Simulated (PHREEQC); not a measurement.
Consider water at 20 °C and 10 atm with 65 mmol/kgw CuCl2, 0.09 mmol/kgw HBF4 and 3.7 mmol/kgw KCl. Closed to the air; pH follows from the charge balance.

Equilibrium calculation in PHREEQC: ion-association model, phreeqc.dat.

```tsv
quantity	before	after
pH	3.61	3.62
ionic strength (mol/kgw)	0.188	0.182
Cu+2 (mol/kgw)	0.0594	0.0566
CuCl+ (mol/kgw)	0.00533	0.00805
F- (mol/kgw)	0.000231	0.000223
CuCl2 (mol/kgw)	0.000174	0.000283
SI of Sylvite (KCl)	-4.49	-4.55
```

Problem. What was changed between the two runs?
(A) 0.03 mol/kgw CO2 added
(B) temperature from 20 to 45 °C
(C) temperature from 20 to 30 °C
(D) HBF4 from 9e-05 to 9.9e-05 mol/kgw
(E) HBF4 from 9e-05 to 0.00018 mol/kgw

Solution. C, temperature from 20 to 30 °C

No solid was allowed to form. Real BF4- forms and hydrolyses slowly; the run takes it at equilibrium.
